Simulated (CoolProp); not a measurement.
A single-stage vapour-compression cycle with R21: evaporating at 310.15 K (dew point), condensing at 380.15 K (bubble point), superheat 5 K, subcooling 8 K, compressor efficiency 0.65, no pressure losses. Each further row changes one setting.

Values from CoolProp's reference Helmholtz-energy equation of state, Platzer 1990. This equation is an older, rougher fit; its heat capacities, sound speeds and derivatives of the liquid may be far off and weren't checked against measurements.

```tsv
case	cooling COP	pressure ratio	discharge temperature (K)	refrigerating effect (kJ/kg)	volumetric capacity (kJ/m³)
as stated	2.28	5.69	433.8	157	1780
evaporating temperature 315.15 K	2.54	4.88	429.1	159	2090
condensing temperature 375.15 K	2.52	5.14	426.5	163	1840
subcooling 13 K	2.37	5.69	433.8	163	1840
superheat 15 K	2.28	5.69	445.6	164	1780
compressor efficiency 0.55	1.93	5.69	449.3	157	1780
```
